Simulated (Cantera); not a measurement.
A freely propagating, adiabatic, planar premixed flame of C2H4 : O2 : N2 : CO2 = 0.78 : 2 : 9 : 0.55 (molar parts), equivalence ratio 1.2, unburnt at 350 K and 1.01 bar; mixture-averaged transport, grid criteria slope 0.08 and curve 0.16, no radiation.

Detailed kinetics in Cantera: GRI-Mech 3.0 (53 species, 325 reactions). GRI-Mech 3.0 was tuned for natural gas; its chemistry of ethylene as a main component is partial and can be far from experiment. Burning velocities carry a grid error of a few per cent, more on coarse grids.

**Question.** Predict: laminar burning velocity; thermal thickness; peak x(CH4); peak x(C2H); peak x(HCN).

**Answer.** 
* **laminar burning velocity**: 70.0 cm/s
* **thermal thickness**: 0.307 mm
* **peak x(CH4)**: 0.00166
* **peak x(C2H)**: 2.55e-6
* **peak x(HCN)**: 4.38e-6
